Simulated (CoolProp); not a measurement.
A Linde-Hampson liquefier for dry air: isothermal reversible compression at 250 K from 1 atm to 20 MPa, throttling to 1 atm, return gas leaving the recuperator 2 K below the feed. Each further row changes one setting.

Computed with CoolProp (reference Helmholtz-energy equation of state, Lemmon 2000). It is a pseudo-pure fit of the blend.

```tsv
case	liquid yield per pass	compression work (kJ/kg of gas)
as stated	0.133	371
high pressure 40 MPa	0.168	424
warm-end temperature 280 K	0.095	421
warm-end gap 7 K	0.121	371
```
